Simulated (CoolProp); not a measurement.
Vapour-liquid equilibrium of CHF3 (R23) (1) + R227EA (2) at 189 K; x and y are mole fractions of (1).

Values from CoolProp's multi-fluid Helmholtz-energy mixture model, Penoncello 2003 and Lemmon 2016; pair parameters Bell 2016.

```tsv
x	bubble pressure (MPa)	y at the bubble point	dew pressure at overall composition x (MPa)	liquid density (mol/L)
0.05	0.006840	0.800	0.001505	10.63
0.125	0.01547	0.918	0.001632	11.10
0.2	0.02418	0.952	0.001783	11.60
0.275	0.03254	0.967	0.001964	12.13
0.35	[?]	0.976	0.002187	12.71
0.425	0.04716	0.981	0.002467	13.34
0.5	0.05335	0.985	[?]	14.02
0.575	0.05891	0.988	0.003314	14.77
0.65	0.06406	0.990	0.004001	15.58
0.725	0.06900	0.992	[?]	[?]
0.8	0.07400	0.994	0.006835	17.48
0.875	0.07929	0.996	0.01059	18.59
0.95	0.08512	0.998	0.02353	19.84
```

**Question.** Complete the blanks.

**Answer.** 
- 0.35, bubble pressure (MPa): 0.04023
- 0.5, dew pressure at overall composition x (MPa): 0.002828
- 0.725, dew pressure at overall composition x (MPa): 0.005047
- 0.725, liquid density (mol/L): 16.48

No azeotrope shows between x = 0.05 and 0.95.

The pair parameters rest on a limited set of measurements; away from them the model extrapolates.
